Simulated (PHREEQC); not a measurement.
# Metal-bearing waste water: an equilibrium model

A solution holds 67 mmol/kgw Al2(SO4)3, 0.082 mmol/kgw CaCl2, 0.31 mmol/kgw HCl and 0.89 mmol/kgw Na2SO4, at 25 °C. Closed to the air; pH follows from the charge balance.

Equilibrium calculation in PHREEQC: ion-association model, phreeqc.dat.

pH: 3.71
ionic strength: 0.206 mol/kgw
total alkalinity: -0.310 meq/kg

```tsv
species	molality	activity	log γ
AlSO4+	0.0865	0.0629	-0.138
SO4-2	0.0445	0.0129	-0.539
Al(SO4)2-	0.0352	0.0256	-0.138
Al+3	0.0120	0.00155	-0.889
Na+	0.00167	0.00125	-0.127
Cl-	0.000474	0.000338	-0.147
HSO4-	0.000327	0.000244	-0.128
AlOH+2	0.000256	7.87e-5	-0.513
H+	0.000244	0.000195	-0.099
```

No solid was allowed to form. The solution is supersaturated, for example in Gibbsite (slow to form), so a real one may precipitate; this is no full list. Complexes and solids missing from the database can't appear.
